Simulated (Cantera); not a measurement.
Charge: 1 mol SiH₄, 0.66 mol HCl, 5.2 mol H₂, 0.017 mol HF, at 23.0 mbar.

Cantera equilibrium calculation (NASA polynomials, part measured and part estimated; ideal gas, pure solids and liquids). Candidate condensed phases: Si; 37 gas species. The tables' values for SiCl, SiF₂, SiF, SiCl₃, SiF₃ are old estimates; treat these amounts as uncertain. Gases not in the tables: Si₂H₆ and higher silanes. Equilibrium is a limit: real reactors are often held back by kinetics, nucleation or transport.

x: gas mole fraction; n: condensed amount in mol.

```csv
T (K),x H₂,x HCl,x H,x SiCl₂,x Si,x HF,x SiCl,n Si(l)
1848,0.922,0.0603,0.00336,0.0114,0.000273,0.00149,0.000170,0.903
1873,0.921,0.0607,0.00408,0.0112,0.000383,0.00152,0.000210,0.903
1898,0.920,0.0610,___,0.0110,___,0.00154,0.000257,0.903
1923,0.919,0.0613,0.00595,0.0107,0.000738,0.00156,0.000312,0.903
1948,0.917,0.0615,0.00713,0.0105,0.00101,0.00157,0.000378,0.901
1973,0.915,0.0617,0.00851,0.0103,0.00137,0.00158,0.000455,0.899
1998,0.913,0.0619,0.0101,0.0101,0.00185,0.00159,0.000545,0.896
2023,0.910,0.0620,0.0119,0.00985,0.00247,0.00159,0.000650,0.891
2048,0.907,0.0621,___,0.00962,___,0.00159,0.000770,0.884
2073,0.903,0.0620,0.0165,0.00939,0.00433,0.00158,0.000908,0.875
2098,0.899,0.0620,0.0192,0.00916,0.00568,0.00157,0.00107,0.863
2123,0.894,0.0618,0.0224,0.00892,0.00739,0.00156,0.00125,0.847
```

Task: Some entries are withheld; supply them.

Result: 
- 1898, x H: 0.00494
- 1898, x Si: 0.000534
- 2048, x H: 0.0141
- 2048, x Si: 0.00329
